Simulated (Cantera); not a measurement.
**Equilibrium for boron, boron nitride and boron oxide: B₂H₆ + O₂**

Feed: 1 mol B₂H₆, 4 mol O₂.

Cantera equilibrium calculation (NASA polynomials, part measured and part estimated; ideal gas, pure solids and liquids). Candidate condensed phases: B, B₂O₃, B₃O₃H₃, H₂O; 23 gas species. The feed counts by its element totals alone. Equilibrium is a limit: real reactors are often held back by kinetics, nucleation or transport.

Question: Map the stable condensed phases over T = 850, 950, 1050, 1150, 1250, 1350, 1450, 1550, 1650, 1750, 1850 K and P in Pa = 10, 28, 77, 220, 600, 1700, 4600, 13000, 36000, 100000.

Answer: 
```
T in K \ P in Pa
             10     28     77    220    600   1700   4600  13000  36000 100000
   1850       A      A      A      A      A      A      A      A      B      B
   1750       A      A      A      A      A      A      A      B      B      B
   1650       A      A      A      A      A      A      B      B      B      B
   1550       A      A      A      A      B      B      B      B      B      B
   1450       A      A      B      B      B      B      B      B      B      B
   1350       B      B      B      B      B      B      B      B      B      B
   1250       B      B      B      B      B      B      B      B      B      B
   1150       B      B      B      B      B      B      B      B      B      B
   1050       B      B      B      B      B      B      B      B      B      B
    950       B      B      B      B      B      B      B      B      B      B
    850       B      B      B      B      B      B      B      B      B      B
```
A: gas only; B: B₂O₃.
